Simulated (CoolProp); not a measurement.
Model: reference Helmholtz-energy equation of state, Guder 2009, in CoolProp.

For sulfur hexafluoride, give the phase and the cp (kJ/(kg K)), cv (kJ/(kg K)), Prandtl number at 286.3 K and 0.11 MPa.


- 286.3 K and 0.11 MPa: gas; cp 0.650, cv 0.590, Prandtl number 0.789

Viscosity comes from a separate model (Quiñones-Cisneros 2012). Thermal conductivity comes from a separate model (Assael 2012).
